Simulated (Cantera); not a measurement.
# Moist CO burnout

An isothermal, constant-pressure homogeneous reactor starts with CO : O₂ : H₂O : N₂ = 0.0028 : 0.041 : 0.004 : 1 (molar parts), equivalence ratio 0.034, at 1200 K and 0.890 bar.

Cantera simulation using GRI-Mech 3.0 (53 species, 325 reactions); the numbers are that mechanism's predictions, not measurements.

```
t (s)         x CO    x O₂    x H₂O       x H     x N₂O     x CO₂
--------  --------  ------  -------  --------  --------  --------
8.00e-6    0.00267  0.0391  0.00382    <1e-12    <1e-12  3.68e-11
4.11e-5    0.00267  0.0391  0.00382    <1e-12    <1e-12  1.90e-10
0.000211   0.00267  0.0391  0.00382  8.51e-12    <1e-12   1.03e-9
0.00109    0.00267  0.0391  0.00382  2.30e-10  1.16e-12   1.14e-8
0.00558    0.00265  0.0391  0.00381   4.75e-7   2.52e-9   2.15e-5
0.0287    0.000500  0.0381  0.00381   1.16e-6   3.82e-7   0.00218
0.147      2.35e-5  0.0379  0.00382   1.56e-8   5.51e-7   0.00265
0.757      5.67e-7  0.0378  0.00382  1.40e-10   5.04e-7   0.00268
3.89       2.84e-9  0.0378  0.00382  7.64e-12   2.27e-7   0.00268
20.0      2.60e-10  0.0378  0.00382  3.50e-12   1.00e-8   0.00268
```
x: mole fraction; the columns are a selection and need not sum to one.

Equilibrium at this temperature and pressure: CO 2.56e-10, O₂ 0.0378, H₂O 0.00382, H 3.44e-12, N₂O 6.69e-9, CO₂ 0.00268 (gas phase only).
